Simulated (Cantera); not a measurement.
Charge: 1 mol CH2F2, 1.1 mol H2, 0.034 mol F2, equilibrated at 0.100 bar.

These are equilibrium values from Cantera (NASA tables, ideal gas, pure condensed phases), not measurements of a reactor. Candidate condensed phases: C, C6H6, C7H8, C8H18; 95 gas species. The numbers say what is thermodynamically allowed, not how fast it happens.

### Question
What share of the C ends up in condensed phases as a function of T (K), at 1250, 1450, 1650, 1850, 2050, 2250, 2450, 2650, 2850, 3050, 3250?

### Answer
| T (K) | C condensed (%) | as |
|---|---|---|
| 1250 | 100.0 | C(graphite) |
| 1450 | 100.0 | C(graphite) |
| 1650 | 100.0 | C(graphite) |
| 1850 | 99.9 | C(graphite) |
| 2050 | 99.8 | C(graphite) |
| 2250 | 99.3 | C(graphite) |
| 2450 | 98.2 | C(graphite) |
| 2650 | 96.2 | C(graphite) |
| 2850 | 92.3 | C(graphite) |
| 3050 | 81.7 | C(graphite) |
| 3250 | 29.1 | C(graphite) |
